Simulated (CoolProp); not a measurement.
Values from CoolProp's reference Helmholtz-energy equation of state, McLinden 2015.

Question: For the fluoroketone C6F12O (FK-5-1-12), give the phase and the Joule-Thomson coefficient (K/MPa), isothermal compressibility (1/MPa) at 500 K and 0.359 MPa; 500 K and 1.8 MPa.

Answer: 
- 500 K and 0.359 MPa: gas; Joule-Thomson coefficient 5.83, isothermal compressibility 2.91
- 500 K and 1.8 MPa: gas; Joule-Thomson coefficient 7.54, isothermal compressibility 0.740
